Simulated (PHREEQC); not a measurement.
A solution holds 24 mmol/kgw CdCl2, 6.6 mmol/kgw ZnCl2 and 55 mmol/kgw NaF, at 25 °C. Closed to the air; pH follows from the charge balance.

The numbers come from PHREEQC with the ion-association model, wateq4f.dat.

Precipitation was switched off in this run.

Problem. What pH, ionic strength does the model give?

Solution. pH 6.43; ionic strength 0.109 mol/kgw.

Problem. In which forms is Na present?

Solution. Na+ 98 %, NaF 1.6 % of the Na.
